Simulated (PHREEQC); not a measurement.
Solution (30 °C): 0.019 mol/kgw KH2PO4, 0.048 mol/kgw Na2HPO4 and 0.00092 mol/kgw NaCl. Closed to the air; pH follows from the charge balance.

Equilibrium calculation in PHREEQC: ion-association model, wateq4f.dat.

Each row changes one thing in this solution. Precipitation was switched off in this run.

| case | pH | ionic strength (mol/kgw) | HPO4-2 (mol/kgw) | H2PO4- (mol/kgw) | NaHPO4- (mol/kgw) | PO4-3 (mol/kgw) |
|---|---|---|---|---|---|---|
| as made | 7.19 | 0.158 | 0.0449 | 0.0190 | 0.00263 | 1.45e-6 |
| Na2HPO4 from 0.048 to 0.0048 mol/kgw | 6.37 | 0.0340 | 0.00467 | 0.0190 | 4.85e-5 | (withheld) |
| KH2PO4 replaced by NaH2PO4 at the same molality | 7.19 | 0.158 | 0.0449 | 0.0190 | 0.00314 | 1.44e-6 |
| NaCl left out | 7.20 | 0.157 | 0.0449 | 0.0190 | 0.00261 | 1.45e-6 |
| NaCl from 0.00092 to 9.2e-05 mol/kgw | 7.20 | 0.157 | 0.0449 | 0.0190 | 0.00261 | 1.45e-6 |
| 0.0057 mol/kgw KOH added | 7.39 | 0.168 | (withheld) | 0.0133 | 0.00287 | 2.61e-6 |
| diluted 10-fold with water | 7.43 | 0.0163 | (withheld) | 0.00190 | 5.38e-5 | 1.18e-7 |
| diluted 100-fold with water | 7.54 | 0.00164 | 0.000479 | 0.000190 | (withheld) | 1.03e-8 |

Q: Complete the blanks.

A: 
- Na2HPO4 from 0.048 to 0.0048 mol/kgw, PO4-3 (mol/kgw): 1.25e-8
- 0.0057 mol/kgw KOH added, HPO4-2 (mol/kgw): 0.0501
- diluted 10-fold with water, HPO4-2 (mol/kgw): 0.00473
- diluted 100-fold with water, NaHPO4- (mol/kgw): 7.55e-7

H3PO4, which wateq4f.dat lacks, is added to it with the constant of phreeqc.dat.
